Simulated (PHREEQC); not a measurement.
Copper plating or etch bath: speciation

Consider water at 25 °C with 0.00166 mol/kgw CuCl2, 0.0078 mol/kgw HBF4 and 0.102 mol/kgw Na2SO4. Closed to the air; pH follows from the charge balance.

All values are PHREEQC results (ion-association model, phreeqc.dat), not measurements.

- pH = 2.66
- ionic strength = 0.267 mol/kgw
- specific conductance = 15900 µS/cm
- density = 1.011 g/cm³
- total alkalinity = -31.2 meq/kg

```json
[
 {"species": "Na+", "molality": "0.185", "activity": "0.136", "log γ": "-0.134"},
 {"species": "SO4-2", "molality": "0.0766", "activity": "0.0201", "log γ": "-0.581"},
 {"species": "NaSO4-", "molality": "0.0188", "activity": "0.0137", "log γ": "-0.137"},
 {"species": "BF4-", "molality": "0.00591", "activity": "0.00436", "log γ": "-0.133"},
 {"species": "HSO4-", "molality": "0.00576", "activity": "0.00424", "log γ": "-0.133"},
 {"species": "HF", "molality": "0.00358", "activity": "0.00380", "log γ": "0.027"},
 {"species": "Cl-", "molality": "0.00332", "activity": "0.00230", "log γ": "-0.158"},
 {"species": "H+", "molality": "0.00276", "activity": "0.00217", "log γ": "-0.104"},
 {"species": "F-", "molality": "0.00171", "activity": "0.00117", "log γ": "-0.165"},
 {"species": "H3BO3", "molality": "0.00111", "activity": "0.00118", "log γ": "0.027"},
 {"species": "CuSO4", "molality": "0.000887", "activity": "0.000943", "log γ": "0.027"}
]
```

No solid was allowed to form. Real BF4- forms and hydrolyses slowly; the run takes it at equilibrium.
